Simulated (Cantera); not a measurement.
**Equilibrium for halide evaporation, hydrolysis and transport: BaF2 + H2O + N2**

A closed system holds: 1 mol BaF2, 4.8 mol H2O, 34 mol N2, equilibrated at 0.120 bar.

Equilibrium computed with Cantera from the NASA thermochemical tables; the gas is ideal and each condensed phase is pure. Candidate condensed phases: Ba, BaF2, BaO, Ba(OH)2, H2O; 45 gas species. Mutual solubility and eutectic melting of coexisting phases are not modelled. Kinetics and transport are ignored.

From 1498 K to 1623 K the condensed part is BaF2(s) + BaO(s). At 1648 K the condensed part is BaF2(l) + BaO(s). The main Ba-bearing gas is BaF2 throughout. The share of Ba in condensed phases is highest at 1498 K (98.5 %) and lowest at 1648 K (86.0 %).

| T (K) | log p N2 | log p H2O | log p HF | log p BaF2 | log p Ba(OH)2 | log p H2 | log p O2 | n BaF2(s) | n BaO(s) | n BaF2(l) |
|---|---|---|---|---|---|---|---|---|---|---|
| 1498 | -0.98 | -1.83 | -3.80 | -4.52 | -4.82 | -4.90 | -5.33 | 0.965 | 0.0209 | 0 |
| 1523 | -0.98 | -1.83 | -3.70 | -4.32 | -4.73 | -4.81 | -5.23 | 0.953 | 0.0259 | 0 |
| 1548 | -0.98 | -1.83 | -3.61 | -4.13 | -4.65 | -4.71 | -5.14 | 0.937 | 0.0320 | 0 |
| 1573 | -0.98 | -1.84 | -3.53 | -3.94 | -4.56 | -4.63 | -5.06 | 0.915 | 0.0392 | 0 |
| 1598 | -0.98 | -1.84 | -3.44 | -3.76 | -4.48 | -4.54 | -4.97 | 0.885 | 0.0477 | 0 |
| 1623 | -0.98 | -1.84 | -3.36 | -3.58 | -4.41 | -4.46 | -4.89 | 0.845 | 0.0576 | 0 |
| 1648 | -0.98 | -1.84 | -3.29 | -3.42 | -4.33 | -4.37 | -4.81 | 0 | 0.0689 | 0.791 |
log p: log10 of the partial pressure in bar; n: condensed amount in mol.
